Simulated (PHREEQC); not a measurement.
Model water analysis in mg/L, 30 °C, pH 3.67, pe 11.1:

```json
[
 {"constituent": "Na", "mg/L": "149"},
 {"constituent": "K", "mg/L": "122"},
 {"constituent": "Ca", "mg/L": "11.3"},
 {"constituent": "Mg", "mg/L": "13.6"},
 {"constituent": "Cl", "mg/L": "49"},
 {"constituent": "S(6) as SO4", "mg/L": "784"},
 {"constituent": "Al", "mg/L": "67.7"},
 {"constituent": "Cu(2)", "mg/L": "0.132"}
]
```

Valence states are taken as typed.

The numbers come from PHREEQC with the ion-association model, wateq4f.dat.

No solid was allowed to form.

Estimate the ionic strength, charge-balance error.

ionic strength 0.0208 mol/kgw; charge-balance error 5.3 %.

In which forms is Na present?

Na+ 98 %, NaSO4- 1.6 % of the Na.
